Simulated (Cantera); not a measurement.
An isothermal, constant-pressure homogeneous reactor starts with H₂ : O₂ = 0.17 : 0.42 (molar parts), at 1423 K and 900 Pa.

Cantera simulation using the H2/O2 subset of GRI-Mech 3.0, which has no nitrogen chemistry; the numbers are that mechanism's predictions, not measurements. Radical loss at walls, strong at low pressure, is not modelled. The temperature is held fixed by assumption; the heat of reaction is taken as removed at once.

One state of this run: x H₂ = 1.95e-5; x O₂ = 0.663; x H₂O₂ = 9.98e-9; x HO₂ = 1.41e-7; x OH = 0.000811; x H = 2.16e-6; x O = 8.10e-5. x: mole fraction; the columns are a selection and need not sum to one.

Problem. Which value of t (s) does it belong to?
A) 0.00981
B) 27.5
C) 0.00364
D) 1.40

Solution. D, 1.40
